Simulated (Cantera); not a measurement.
Feed: 1 mol C₂H₄, 0.14 mol NH₃, equilibrated at 1.00 bar.

Cantera equilibrium calculation (NASA polynomials, part measured and part estimated; ideal gas, pure solids and liquids). Candidate condensed phases: C, C₆H₆, C₇H₈, C₈H₁₈; 92 gas species. Rates play no part.

What share of the C ends up in condensed phases as a function of T (°C), at 502, 652, 802, 952, 1102, 1252, 1402, 1552, 1702, 1852, 2002, 2152, 2302?


| T (°C) | C condensed (%) | as |
|---|---|---|
| 502 | 63.4 | C(graphite) |
| 652 | 85.1 | C(graphite) |
| 802 | 95.7 | C(graphite) |
| 952 | 98.6 | C(graphite) |
| 1102 | 99.5 | C(graphite) |
| 1252 | 99.7 | C(graphite) |
| 1402 | 99.8 | C(graphite) |
| 1552 | 99.7 | C(graphite) |
| 1702 | 99.5 | C(graphite) |
| 1852 | 99.1 | C(graphite) |
| 2002 | 98.4 | C(graphite) |
| 2152 | 97.1 | C(graphite) |
| 2302 | 95.2 | C(graphite) |
